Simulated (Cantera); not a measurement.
Feed: 1 mol Si3N4, 0.029 mol N2O, 1.7 mol N2, 0.003 mol H2O, held at 825 °C and 1130 Torr.

Cantera equilibrium calculation (NASA polynomials, part measured and part estimated; ideal gas, pure solids and liquids). Candidate condensed phases: H2O, Si, SiO2, Si2N2O, Si3N4; 35 gas species. Mutual solubility and eutectic melting of coexisting phases are not modelled. Kinetics and transport are ignored.

Base state: N2 0.998, H2 0.00172 (mole fractions); condensed: Si2N2O(s) + Si3N4(s).

Task: What changes in the equilibrium state with this change: H2O from 0.003 to 0.24 mol?

Result: 
```json
[
 {"species": "N2", "before": "0.998", "after": "0.883"},
 {"species": "H2", "before": "0.00172", "after": "0.117"},
 {"species": "NH3", "before": "3.44e-8", "after": "1.80e-5"},
 {"species": "Si2N2O(s), mol", "before": "0.0320", "after": "0.269"},
 {"species": "Si3N4(s), mol", "before": "0.979", "after": "0.821"}
]
```

Task: What changes in the equilibrium state with this change: Si3N4 replaced by SiC?

Result: 
```tsv
species	before	after
N2	0.998	0.997
H2	0.00172	0.00279
Si2N2O(s), mol	0.0320	0.0320
Si3N4(s), mol	0.979	0.312
C(graphite), mol	0	1.000
```
Further candidate phases: C, C6H6, C7H8, C8H18, SiC.

Task: What changes in the equilibrium state with this change: H2O from 0.003 to 0.15 mol?

Result: 
```json
[
 {"species": "N2", "before": "0.998", "after": "0.923"},
 {"species": "H2", "before": "0.00172", "after": "0.0774"},
 {"species": "Si2N2O(s), mol", "before": "0.0320", "after": "0.179"},
 {"species": "Si3N4(s), mol", "before": "0.979", "after": "0.881"}
]
```
